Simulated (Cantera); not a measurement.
An adiabatic, constant-volume homogeneous reactor starts with C₃H₈ : O₂ : N₂ = 1 : 3.85 : 25 (molar parts), equivalence ratio 1.3, at 1700 K and 6.51 atm.

Cantera simulation using GRI-Mech 3.0 (53 species, 325 reactions); the numbers are that mechanism's predictions, not measurements. GRI-Mech 3.0 was tuned for natural gas; its chemistry of propane as a main component is partial and can be far from experiment.

Predict: time of steepest temperature rise; temperature at 1.00 s; equilibrium temperature; x(O₂) at 1.00 s; x(NO) at 1.00 s; x(CO₂) at 1.00 s; x(H₂O₂) at 1.00 s.


| Item | Result |
|---|---|
| time of steepest temperature rise | 6.62 µs |
| temperature at 1.00 s | 2961 K |
| equilibrium temperature | 2961 K |
| x(O₂) at 1.00 s | 0.00212 (gas-phase equilibrium 0.00212) |
| x(NO) at 1.00 s | 0.00453 (gas-phase equilibrium 0.00453) |
| x(CO₂) at 1.00 s | 0.0333 (gas-phase equilibrium 0.0333) |
| x(H₂O₂) at 1.00 s | 2.49e-7 (gas-phase equilibrium 2.49e-7) |
